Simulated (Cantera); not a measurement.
A freely propagating, adiabatic, planar premixed flame of H2 : O2 : N2 = 1 : 0.505 : 1.9 (molar parts), unburnt at 400 K and 6.10 bar; mixture-averaged transport, grid criteria slope 0.08 and curve 0.16, no radiation.

Computed with Cantera and the H2/O2 subset of GRI-Mech 3.0, which has no nitrogen chemistry. The hydrogen kinetics of GRI-Mech 3.0 are dated; newer H2 mechanisms differ, most at raised pressure. Burning velocities carry a grid error of a few per cent, more on coarse grids.

**Question.** What does this change do: inlet temperature 400 to 675 K?

**Answer.** 
| quantity | before | after |
|---|---|---|
| laminar burning velocity | 297 cm/s | 867 cm/s |
| thermal thickness | 0.0417 mm | 0.0482 mm |
| peak x(O) | 0.00599 | 0.00949 |
| peak x(H) | 0.0202 | 0.0335 |
| peak x(OH) | 0.0147 | 0.0195 |
| peak x(HO2) | 0.00122 | 0.000965 |

**Question.** What does this change do: 0.17 parts H2O added?

**Answer.** 
| quantity | before | after |
|---|---|---|
| laminar burning velocity | 297 cm/s | 225 cm/s |
| thermal thickness | 0.0417 mm | 0.0435 mm |
| peak x(O) | 0.00599 | 0.00400 |
| peak x(H) | 0.0202 | 0.0135 |
| peak x(OH) | 0.0147 | 0.0122 |
| peak x(HO2) | 0.00122 | 0.00129 |

**Question.** What does this change do: inlet temperature 400 to 375 K?

**Answer.** 
| quantity | before | after |
|---|---|---|
| laminar burning velocity | 297 cm/s | 263 cm/s |
| thermal thickness | 0.0417 mm | 0.0413 mm |
| peak x(O) | 0.00599 | 0.00571 |
| peak x(H) | 0.0202 | 0.0191 |
| peak x(OH) | 0.0147 | 0.0142 |
| peak x(HO2) | 0.00122 | 0.00123 |
